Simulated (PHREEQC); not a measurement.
Make-up at 25 °C: 0.021 mol HF, 0.0027 mol NH4F and 0.056 mol H3PO4 per kg of water. Closed to the air; pH follows from the charge balance.

Equilibrium calculation in PHREEQC: ion-association model, wateq4f.dat.

No solid was allowed to form.

Question: Order these F species by the share of F that they hold, largest first: HF, H2F2, HF2-, F-.

Answer: HF (86 %), H2F2 (9.1 %), F- (4.3 %), HF2- (0.68 %)

The pH is 1.81 and the ionic strength 0.0200 mol/kgw. wateq4f.dat counts part of the HF as a dimer, H2F2, which phreeqc.dat doesn't know; its constant is uncertain. H3PO4, which wateq4f.dat lacks, is added to it with the constant of phreeqc.dat.
